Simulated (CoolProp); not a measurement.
Vapour-liquid equilibrium of CHF3 (R23) (1) + propylene (2) at 269.6 K; x and y are mole fractions of (1).

Values from CoolProp's multi-fluid Helmholtz-energy mixture model, Penoncello 2003 and Lemmon 2013; pair parameters Bell 2016.

```tsv
x	bubble pressure, mixture model (kPa)	bubble pressure, Raoult's law (kPa)	y, mixture model	y, Raoult's law
0.05	718.0	611.5	0.272	0.185
0.2	1181	872.4	0.576	0.519
0.35	1504	1133	0.689	0.699
0.5	1737	1394	0.756	0.812
0.65	1923	1655	0.811	0.889
0.8	2089	1916	0.874	0.945
0.95	2229	2177	0.961	0.988
```

The largest gap from Raoult's law is +35.4 % in bubble pressure, at x = 0.2. No azeotrope shows between x = 0.05 and 0.95.

The pair parameters rest on a limited set of measurements; away from them the model extrapolates.
